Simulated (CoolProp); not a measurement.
Vapour-liquid equilibrium of n-butane (1) + acetone (2) at 0.53 MPa; x and y are mole fractions of (1).

Computed with CoolProp (multi-fluid Helmholtz-energy mixture model, Bücker 2006 and Lemmon 2006; pair parameters Bell 2016).

Question: Give the bubble temperature and the first vapour's composition at x = 0.35, 0.5, 0.95. Is there an azeotrope?

Answer: x = 0.35: 64.0 °C, y = 0.788; x = 0.5: 59.6 °C, y = 0.831; x = 0.95: 53.0 °C, y = 0.963. No azeotrope shows between x = 0.05 and 0.95.

The pair parameters rest on a limited set of measurements; away from them the model extrapolates. With so large a gap from Raoult's law the liquid may split in two, which this calculation doesn't test in full.
